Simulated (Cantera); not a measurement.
Thermodynamics of chlorosilane synthesis and conversion, feed Si + Cl₂ + H₂ + HCl

Charge: 1 mol Si, 0.73 mol Cl₂, 0.48 mol H₂, 3.7 mol HCl, at 28.0 bar.

Method: chemical equilibrium by Gibbs-energy minimisation in Cantera with the NASA 1993 tables (ideal gas, pure condensed phases). Candidate condensed phases: Si; 19 gas species. The tables' values for SiCl₃ are old estimates; treat these amounts as uncertain. Rates play no part.

```
T (K)  log p H₂  log p HCl  log p SiCl₄  log p SiHCl₃  log p SiCl₃  log p SiCl₂  log p SiH₂Cl₂
-----  --------  ---------  -----------  ------------  -----------  -----------  -------------
573        1.10       0.92         0.85         -3.82       -10.30         <-10          -9.83
648        1.10       0.92         0.85         -3.07        -8.43         <-10          -8.24
723        1.10       0.92         0.85         -2.49        -6.95         <-10          -7.00
798        1.10       0.92         0.85         -2.02        -5.75       -10.30          -5.99
873        1.10       0.92         0.85         -1.64        -4.76        -8.61          -5.17
948        1.10       0.92         0.85         -1.32        -3.93        -7.19          -4.49
1023       1.09       0.92         0.85         -1.05        -3.23        -5.99          -3.91
1098       1.09       0.93         0.85         -0.83        -2.63        -4.97          -3.42
1173       1.09       0.93         0.84         -0.63        -2.12        -4.08          -3.00
1248       1.09       0.94         0.83         -0.47        -1.67        -3.31          -2.65
1323       1.08       0.95         0.82         -0.34        -1.28        -2.65          -2.34
1398       1.07       0.96         0.81         -0.23        -0.94        -2.07          -2.09
```
log p: log10 of the partial pressure in bar; nothing condenses.

From 573 K to 1398 K nothing is condensed. The main Si-bearing gas is SiCl₄ throughout.
